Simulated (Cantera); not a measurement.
A closed system holds: 1 mol Si3N4, 0.71 mol Cl2, at 1975 K and 1.00 Torr.

Method: chemical equilibrium by Gibbs-energy minimisation in Cantera with the NASA 1993 tables (ideal gas, pure condensed phases). Candidate condensed phases: Si, Si3N4; 13 gas species. The tables' values for SiCl, SiCl3, SiN are old estimates; treat these amounts as uncertain. Equilibrium is a limit: real reactors are often held back by kinetics, nucleation or transport.

Base state: N2 0.713, SiCl2 0.243, Si 0.0242, SiCl 0.00933, Cl 0.00879, SiCl3 0.000700, Si2N 0.000278, Si2 0.000236 (mole fractions); condensed: Si(l).

Problem. What changes in the equilibrium state with this change: pressure from 1.00 Torr to 75.0 Torr?

Solution. 
```
species       before     after
----------  --------  --------
N2             0.713     0.739
SiCl2          0.243     0.251
SiCl3       0.000700   0.00638
Si            0.0242  0.000323
SiCl4        2.41e-6  0.000193
Si3          5.13e-5   6.84e-7
Si2         0.000236   3.15e-6
Si(l), mol      2.22      2.30
```
The tables' values for SiCl3, SiCl, SiN are old estimates; treat these amounts as uncertain.
